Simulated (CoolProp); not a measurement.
Aqueous ammonia as a coolant, at -16 °C, 1 atm.

Values from CoolProp's Melinder's fits for secondary coolants.

| mass % | freezing point (°C) | conductivity (W/(m K)) | density (kg/m³) | Prandtl number | cp (kJ/(kg K)) |
|---|---|---|---|---|---|
| 13 | -19.1 | 0.451 | 955.5 | 36.0 | 4.250 |
| 15.2 | -23.7 | 0.440 | 949.5 | 37.5 | 4.252 |
| 17.3 | -28.8 | 0.430 | 944.0 | 39.1 | 4.255 |
| 19.5 | -34.9 | 0.419 | 938.4 | 40.7 | 4.256 |
| 21.7 | -42.1 | 0.410 | 932.9 | 41.7 | 4.258 |
| 23.9 | -50.6 | 0.402 | 927.6 | 42.2 | 4.260 |
| 26.1 | -60.8 | 0.395 | 922.3 | 42.5 | 4.263 |
